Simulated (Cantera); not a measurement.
## Hydrocarbon pyrolysis for carbon deposition

An isothermal, constant-pressure homogeneous reactor starts with C₂H₄ : H₂ = 1 : 37 (molar parts), at 1850 K and 310 Pa.

Cantera simulation using GRI-Mech 3.0 (53 species, 325 reactions); the numbers are that mechanism's predictions, not measurements. GRI-Mech 3.0 was tuned for natural gas; its chemistry of ethylene as a main component is partial and can be far from experiment. GRI-Mech 3.0 stops at C3 and has no aromatics, soot or wall deposition, so with more carbon than oxygen in the feed, carbon stays in small species such as C2H2 where larger ones or solid carbon would form. Radical loss at walls, strong at low pressure, is not modelled.

```
t (s)       x C₂H₄   x H₂     x C₂H     x CH₄    x C₂H₂
--------  --------  -----  --------  --------  --------
1.00e-6     0.0263  0.974    <1e-12    <1e-12   8.38e-7
3.64e-6     0.0263  0.974    <1e-12    <1e-12   3.05e-6
1.33e-5     0.0263  0.974    <1e-12    <1e-12   1.11e-5
4.84e-5     0.0263  0.974    <1e-12    <1e-12   4.05e-5
0.000176    0.0262  0.974    <1e-12  6.63e-11  0.000148
0.000643    0.0258  0.974  1.19e-11   2.57e-9  0.000534
0.00234     0.0244  0.974  1.53e-10   3.13e-8   0.00190
0.00854     0.0198  0.974   1.77e-9   1.88e-7   0.00638
0.0311     0.00878  0.974   1.39e-8   8.51e-7    0.0171
0.113     0.000310  0.974   4.86e-8   1.69e-6    0.0253
0.413      5.85e-6  0.974   1.42e-7   1.75e-6    0.0256
1.51       3.18e-6  0.973   4.69e-7   1.87e-6    0.0256
5.49       1.75e-6  0.969   1.43e-6   2.75e-6    0.0256
20.0       1.29e-6  0.965   2.60e-6   7.63e-6    0.0255
```
x: mole fraction; the columns are a selection and need not sum to one.

Equilibrium at this temperature and pressure: C₂H₄ 1.27e-6, H₂ 0.965, C₂H 2.72e-6, CH₄ 1.89e-5, C₂H₂ 0.0255 (gas phase only).
